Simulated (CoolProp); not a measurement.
The fluoroketone C6F12O (FK-5-1-12) along the isobar 2690 kPa: density (kg/m³) from the reference equation and from simpler models built on Tc = 441.8 K, pc = 1869 kPa, ω = 0.471; each cubic takes its own stable root.

Computed with CoolProp (reference Helmholtz-energy equation of state, McLinden 2015).

| T (K) | phase | reference |
|---|---|---|
| 268.2 | liquid | 1698 |
| 274.3 | liquid | 1682 |
| 280.4 | liquid | 1665 |
| 286.4 | liquid | 1648 |
| 292.5 | liquid | 1631 |
| 298.6 | liquid | 1613 |
| 304.7 | liquid | 1596 |
| 310.7 | liquid | 1578 |
| 316.8 | liquid | 1560 |
| 322.9 | liquid | 1541 |
| 328.9 | liquid | 1523 |
| 335 | liquid | 1503 |
| 341.1 | liquid | 1484 |
| 347.2 | liquid | 1464 |

Question: How far does each simpler model (Redlich-Kwong, Soave-Redlich-Kwong) lie from the reference over these 14 states: mean and median of the absolute difference, and the worst?

Answer: 
- Redlich-Kwong: mean 13.5 %, median 13.4 %, worst -14.2 % at 347.2 K and 2690 kPa
- Soave-Redlich-Kwong: mean 8.2 %, median 8.1 %, worst -8.5 % at 268.2 K and 2690 kPa
